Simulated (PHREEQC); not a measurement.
Dissolve 0.0028 mol/kgw HF and 0.0024 mol/kgw (CH3)4NF at 34 °C. Closed to the air; pH follows from the charge balance.

Model: ion-association model, phreeqc.dat, run in PHREEQC.

Each row changes one thing in this solution. No solid was allowed to form.

```csv
case,pH,ionic strength (mol/kgw),F- (mol/kgw),HF (mol/kgw),HF2- (mol/kgw)
as made,3.32,0.00290,0.00287,0.00227,2.66e-5
temperature from 34 to 15 °C,3.22,0.00303,0.00301,0.00214,2.26e-5
temperature from 34 to 70 °C,…,0.00269,0.00266,…,…
temperature from 34 to 90 °C,3.71,0.00261,0.00258,0.00257,…
(CH3)4NF from 0.0024 to 0.00024 mol/kgw,…,0.00119,0.00118,0.00184,8.86e-6
temperature from 34 to 55 °C,3.46,0.00277,0.00274,0.00240,2.88e-5
HF from 0.0028 to 0.0056 mol/kgw,3.07,0.00331,0.00325,0.00463,6.13e-5
```

Q: Complete the blanks.

A: 
- temperature from 34 to 70 °C, pH: 3.56
- temperature from 34 to 70 °C, HF (mol/kgw): 0.00248
- temperature from 34 to 70 °C, HF2- (mol/kgw): 2.89e-5
- temperature from 34 to 90 °C, HF2- (mol/kgw): 2.74e-5
- (CH3)4NF from 0.0024 to 0.00024 mol/kgw, pH: 3.04

Species that the database lacks are ignored. (CH3)4N+ isn't in the database: it is added as a free cation with an ion size of 4 Å. Away from 25 °C the constants follow the database's enthalpies or fits; those with neither stay at their 25 °C values.
